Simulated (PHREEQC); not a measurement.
**Metal-bearing waste water**

A solution holds 0.1 mol ZnSO4, 0.0004 mol MgSO4, 0.00014 mol NaF and 0.053 mol NaCl per kg of water, at 25 °C. Closed to the air; pH follows from the charge balance.

The numbers come from PHREEQC with the ion-association model, phreeqc.dat.

```json
{
 "pH": "5.44",
 "ionic_strength": "0.264 mol/kgw",
 "density": "1.015 g/cm³"
}
```

```json
[
 {"species": "Zn+2", "molality": "0.0528", "activity": "0.0143", "log γ": "-0.568"},
 {"species": "Cl-", "molality": "0.0509", "activity": "0.0354", "log γ": "-0.158"},
 {"species": "Na+", "molality": "0.0504", "activity": "0.0370", "log γ": "-0.133"},
 {"species": "SO4-2", "molality": "0.0413", "activity": "0.0109", "log γ": "-0.579"},
 {"species": "ZnSO4", "molality": "0.0343", "activity": "0.0364", "log γ": "0.026"},
 {"species": "Zn(SO4)2-2", "molality": "0.0109", "activity": "0.00322", "log γ": "-0.531"},
 {"species": "NaSO4-", "molality": "0.00277", "activity": "0.00202", "log γ": "-0.137"},
 {"species": "ZnCl+", "molality": "0.00195", "activity": "0.00136", "log γ": "-0.156"},
 {"species": "Mg+2", "molality": "0.000225", "activity": "7.27e-5", "log γ": "-0.491"},
 {"species": "MgSO4", "molality": "0.000175", "activity": "0.000186", "log γ": "0.026"},
 {"species": "F-", "molality": "0.000116", "activity": "7.93e-5", "log γ": "-0.165"},
 {"species": "ZnCl2", "molality": "4.74e-5", "activity": "5.04e-5", "log γ": "0.026"}
]
```

No solid was allowed to form.
